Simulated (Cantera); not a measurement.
An adiabatic, constant-volume homogeneous reactor starts with CH4 : H2 : O2 : N2 = 1 : 0.49 : 1.5 : 12 (molar parts), equivalence ratio 1.5, at 1100 K and 5.00 bar.

Detailed kinetics in Cantera: GRI-Mech 3.0 (53 species, 325 reactions).

Problem. Predict: time of steepest temperature rise; temperature at 0.300 s; equilibrium temperature; x(H2) at 0.300 s; x(O2) at 0.300 s.

Solution. 
```
Property                                                            Result
---------------------------------  ---------------------------------------
time of steepest temperature rise                                  3.58 ms
temperature at 0.300 s                                              2292 K
equilibrium temperature                                             2292 K
x(H2) at 0.300 s                     0.0498 (gas-phase equilibrium 0.0498)
x(O2) at 0.300 s                   1.82e-6 (gas-phase equilibrium 1.82e-6)
```
